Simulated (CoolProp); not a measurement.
Properties of ethylene along the isobar 70.4 bar (Tc = 282.4 K, pc = 50.42 bar, ω = 0.087).

Model: reference Helmholtz-energy equation of state, Smukala 2000, in CoolProp.

```csv
T (K),phase,cv (kJ/(kg K)),speed of sound (m/s),Joule-Thomson coefficient (K/MPa),isothermal compressibility (1/MPa),expansivity (1/kK)
112.6,liquid,1.590,1748,-0.5006,0.0007694,1.916
138.7,liquid,1.478,1573,-0.4854,0.001063,2.072
164.7,liquid,1.389,1396,-0.4510,0.001512,2.293
190.8,liquid,1.337,1212,-0.3781,0.002258,2.635
216.9,liquid,1.321,1019,-0.2386,0.003650,3.205
242.9,liquid,1.340,813.7,0.03600,0.006824,4.306
269,liquid,1.399,582.2,0.7187,0.01811,7.342
295,supercritical,1.605,288.3,4.621,0.2441,39.29
321.1,supercritical,1.523,275.8,8.057,0.2531,13.97
347.1,supercritical,1.530,305.2,6.676,0.1964,7.593
373.2,supercritical,1.583,328.3,5.463,0.1757,5.434
```
